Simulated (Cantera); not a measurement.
Feed: 1 mol SiF₄, 5.3 mol NO, 4.2 mol N₂, at 1125 °C and 11.3 Torr.

Cantera equilibrium calculation (NASA polynomials, part measured and part estimated; ideal gas, pure solids and liquids). Candidate condensed phases: Si, SiO₂, Si₂N₂O, Si₃N₄; 28 gas species. The numbers say what is thermodynamically allowed, not how fast it happens.

### Question
What is the equilibrium state?

### Answer
| Item | Value |
|---|---|
| x(N₂) | 0.652 |
| x(O₂) | 0.252 |
| x(SiF₄) | 0.0952 |
| x(NO) | 0.000715 |
| x(O) | 3.77e-6 |
| gas amount | 10.50 mol |
| log10 activity of Si(s) (absent) | -22.27 |
